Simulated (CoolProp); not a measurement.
Vapour-liquid equilibrium of dimethyl ether (1) + methanol (2) at 0.0217 MPa; x and y are mole fractions of (1).

Model: multi-fluid Helmholtz-energy mixture model, Wu 2011 and de Reuck 1993; pair parameters Bell 2016, in CoolProp.

Question: Give the bubble temperature and the first vapour's composition at x = 0.2, 0.35, 0.5. Is there an azeotrope?

Answer: x = 0.2: -39.5 °C, y = 0.991; x = 0.35: -46.3 °C, y = 0.995; x = 0.5: -49.2 °C, y = 0.996. No azeotrope shows between x = 0.05 and 0.95.

The pair parameters rest on a limited set of measurements; away from them the model extrapolates. With so large a gap from Raoult's law the liquid may split in two, which this calculation doesn't test in full.
